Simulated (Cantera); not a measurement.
Mixture: 12.8 % CH4, 18.3 % O2, 68.8 % N2, equivalence ratio 1.4, at 0.660 bar, adiabatic and at constant volume. Ignition delay is the time to a rise of 400 K.

Cantera simulation using GRI-Mech 3.0 (53 species, 325 reactions); the numbers are that mechanism's predictions, not measurements.

Q: Predict: delay at 1048 K; delay at 1248 K; delay at 1448 K; delay at 1648 K; delay at 1848 K; apparent activation energy between 1748 and 1948 K.

A: 
```
Property                                                Result
--------------------------------------------------  ----------
delay at 1048 K                                        0.837 s
delay at 1248 K                                        37.1 ms
delay at 1448 K                                        3.00 ms
delay at 1648 K                                       0.453 ms
delay at 1848 K                                       0.117 ms
apparent activation energy between 1748 and 1948 K  170 kJ/mol
```
